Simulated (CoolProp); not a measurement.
The numbers come from the reference Helmholtz-energy equation of state, Guder 2009 in CoolProp.

Problem. For sulfur hexafluoride, give the phase and the cv (kJ/(kg K)), isothermal compressibility (1/MPa) at 304.7 K and 26300 kPa; 304.7 K and 37500 kPa.

Solution. 
- 304.7 K and 26300 kPa: liquid; cv 0.665, isothermal compressibility 0.00417
- 304.7 K and 37500 kPa: liquid; cv 0.666, isothermal compressibility 0.00299
